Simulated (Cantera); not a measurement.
An isothermal, constant-pressure homogeneous reactor starts with 0.496 % CH2O, 2.24 % O2, 97.3 % N2, at 1598 K and 375 Torr.

Model: GRI-Mech 3.0 (53 species, 325 reactions), integrated in Cantera.

Q: Predict: x(O2) at 200 s; x(HO2) at 200 s; x(CO2) at 200 s; x(NO) at 200 s; x(H) at 200 s.

A: 
```json
{
 "x(O2) at 200 s": "0.0174 (gas-phase equilibrium 0.0171)",
 "x(HO2) at 200 s": "1.08e-8 (gas-phase equilibrium 1.07e-8)",
 "x(CO2) at 200 s": "0.00496 (gas-phase equilibrium 0.00496)",
 "x(NO) at 200 s": "2.72e-5 (gas-phase equilibrium 0.000611)",
 "x(H) at 200 s": "4.46e-8 (gas-phase equilibrium 4.48e-8)"
}
```
